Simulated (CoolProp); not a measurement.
Vapour-liquid equilibrium of CH2F2 (R32) (1) + fluoroethane (R161) (2) at 298 K; x and y are mole fractions of (1).

Model: multi-fluid Helmholtz-energy mixture model, Tillner-Roth 1997 and Wu 2012; pair parameters Bell 2016, in CoolProp.

```json
[
 {"x": "0.05", "bubble pressure, mixture model (bar)": "9.676", "bubble pressure, Raoult's law (bar)": "9.588", "y, mixture model": "0.087", "y, Raoult's law": "0.088"},
 {"x": "0.15", "bubble pressure, mixture model (bar)": "10.55", "bubble pressure, Raoult's law (bar)": "10.35", "y, mixture model": "0.234", "y, Raoult's law": "0.244"},
 {"x": "0.25", "bubble pressure, mixture model (bar)": "11.37", "bubble pressure, Raoult's law (bar)": "11.11", "y, mixture model": "0.358", "y, Raoult's law": "0.379"},
 {"x": "0.35", "bubble pressure, mixture model (bar)": "12.14", "bubble pressure, Raoult's law (bar)": "11.87", "y, mixture model": "0.466", "y, Raoult's law": "0.496"},
 {"x": "0.45", "bubble pressure, mixture model (bar)": "12.89", "bubble pressure, Raoult's law (bar)": "12.64", "y, mixture model": "0.564", "y, Raoult's law": "0.599"},
 {"x": "0.55", "bubble pressure, mixture model (bar)": "13.61", "bubble pressure, Raoult's law (bar)": "13.40", "y, mixture model": "0.653", "y, Raoult's law": "0.691"},
 {"x": "0.65", "bubble pressure, mixture model (bar)": "14.33", "bubble pressure, Raoult's law (bar)": "14.16", "y, mixture model": "0.737", "y, Raoult's law": "0.772"},
 {"x": "0.75", "bubble pressure, mixture model (bar)": "15.04", "bubble pressure, Raoult's law (bar)": "14.92", "y, mixture model": "0.817", "y, Raoult's law": "0.846"},
 {"x": "0.85", "bubble pressure, mixture model (bar)": "15.75", "bubble pressure, Raoult's law (bar)": "15.69", "y, mixture model": "0.892", "y, Raoult's law": "0.912"},
 {"x": "0.95", "bubble pressure, mixture model (bar)": "16.47", "bubble pressure, Raoult's law (bar)": "16.45", "y, mixture model": "0.965", "y, Raoult's law": "0.972"}
]
```

The largest gap from Raoult's law is +2.3 % in bubble pressure, at x = 0.25. No azeotrope shows between x = 0.05 and 0.95.

The pair parameters rest on a limited set of measurements; away from them the model extrapolates.
